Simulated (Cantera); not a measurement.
Input (Python, Cantera) and output of one run.

```python
import numpy as np
import cantera as ct

gas_names = [...]  # 136 gases of nasa_gas.yaml made of C, H, N, O
cond_names = """
    C(gr) C6H6(L) C7H8(L) C8H18(L),n-octa H2O(s) H2O(L)
""".split()


# ... load() reads the species with a 1 bar reference pressure and builds the phases ...
atoms = {
    'C6H6': {'C': 6, 'H': 6},
    'H2O': {'H': 2, 'O': 1},
    'N2': {'N': 2},
}
top_T = {'C(gr)': 4500}  # K; cautious upper limits of use, not melting points


# ... equilibrate(T, P, feed) seeds the gas with the atoms and calls Mixture.equilibrate('TP', solver="vcs", rtol=1e-11, max_steps=5000) ...
results = []
feed = {'C6H6': 1, 'H2O': 0.59, 'N2': 3}  # mol
T = 850  # K
for P in [10, 100, 1000, 10000, 100000, 1000000, 10000000]:
    mix = equilibrate(T, P, feed)
    results.append((T, P, feed, dict(zip(mix.species_names, mix.species_moles))))

top = {s: max(r[3][s] / sum(r[3][g] for g in gas_names) for r in results) for s in gas_names}
cols = sorted((s for s in top if top[s] > 0.0001), key=lambda s: -top[s])[:7]
seen = [c for c in cond_names if any(r[3].get(c, 0) > 1e-12 for r in results)]
print("log10 of partial pressures in bar; condensed amounts in mol")
print(f"{'P/Pa':>10s}" + "".join(f"{s[:9]:>10s}" for s in cols + seen))
for T, P, feed, n in results:
    ng = sum(n[g] for g in gas_names)
    print(f"{P:10.4g}" + "".join(f"{np.log10(max(n[s] / ng * P / 1e5, 1e-99)):10.3f}" for s in cols)
          + "".join(f"{n.get(c, 0):10.4g}" for c in seen))
```

It prints:

```
log10 of partial pressures in bar; condensed amounts in mol
      P/Pa        N2        H2       CH4       H2O        CO       CO2       NH3     C(gr)
        10    -4.379    -4.301    -8.808    -8.538    -5.086    -8.838   -11.372      5.41
       100    -3.379    -3.301    -6.809    -6.541    -4.088    -6.843    -9.373     5.412
      1000    -2.377    -2.304    -4.813    -4.567    -3.112    -4.890    -7.375     5.428
     1e+04    -1.363    -1.325    -2.856    -2.741    -2.264    -3.195    -5.400     5.483
     1e+05    -0.321    -0.446    -1.098    -1.272    -1.674    -2.015    -3.561     5.305
     1e+06     0.729     0.244     0.283    -0.094    -1.186    -1.040    -2.000     4.839
     1e+07     1.755     0.811     1.416     0.966    -0.694    -0.054    -0.637      4.57
```

Method: chemical equilibrium by Gibbs-energy minimisation in Cantera with the NASA 1993 tables (ideal gas, pure condensed phases). The ideal-gas law is rough above about 30 bar.
